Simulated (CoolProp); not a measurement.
Normal hydrogen at 298.15 K and 0.419 MPa is compressed adiabatically to 3.06 MPa with isentropic efficiency 0.75. Each further row changes one setting.

Values from CoolProp's reference Helmholtz-energy equation of state, Leachman 2009.

| case | work (kJ/kg) | final temperature (K) | final density (kg/m³) |
|---|---|---|---|
| as stated | 4420 | 601.7 | 1.22 |
| efficiency 1 | 3310 | 525.8 | 1.39 |
| efficiency 0.65 | 5100 | 648.3 | 1.13 |
